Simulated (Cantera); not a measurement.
**Adiabatic ignition**

An adiabatic, constant-volume homogeneous reactor starts with CH₄ : CO : O₂ : N₂ = 1 : 0.2 : 3.04 : 11.4 (molar parts), at 1000 K and 1000000 Pa.

Computed with Cantera and GRI-Mech 3.0 (53 species, 325 reactions).

```
t (s)     T (K)  P (bar)   x CH₄     x CO    x O₂    x C₂H₂      x H₂      x OH     x N₂O
--------  -----  -------  ------  -------  ------  --------  --------  --------  --------
1.00e-6    1000     10.0  0.0639   0.0128   0.194    <1e-12    <1e-12  2.45e-12    <1e-12
5.55e-6    1000     10.0  0.0639   0.0128   0.194    <1e-12    <1e-12  2.74e-12    <1e-12
3.08e-5    1000     10.0  0.0639   0.0128   0.194    <1e-12  3.64e-12  3.58e-12    <1e-12
0.000171   1000     10.0  0.0639   0.0128   0.194    <1e-12  5.21e-11  8.49e-12    <1e-12
0.000949   1000     10.0  0.0639   0.0128   0.194    <1e-12   1.73e-9  4.05e-11    <1e-12
0.00527    1000     10.0  0.0639   0.0128   0.194    <1e-12   5.11e-8  1.13e-10  1.37e-12
0.0292     1001     10.0  0.0639   0.0128   0.194  3.65e-12   7.89e-7  2.51e-10  1.45e-11
0.162      2644     26.4  <1e-12  0.00462  0.0534    <1e-12   0.00119   0.00769   3.88e-6
0.901      2644     26.4  <1e-12  0.00462  0.0534    <1e-12   0.00119   0.00769   3.88e-6
5.00       2644     26.4  <1e-12  0.00462  0.0534    <1e-12   0.00119   0.00769   3.88e-6
```
x: mole fraction; the columns are a selection and need not sum to one.

```
Property                                                            Result
---------------------------------  ---------------------------------------
time of steepest temperature rise                                  0.109 s
temperature at 5.00 s                                               2644 K
equilibrium temperature                                             2644 K
x(CH₄) at 5.00 s                     <1e-12 (gas-phase equilibrium <1e-12)
x(CO) at 5.00 s                    0.00462 (gas-phase equilibrium 0.00462)
x(O₂) at 5.00 s                      0.0534 (gas-phase equilibrium 0.0534)
```
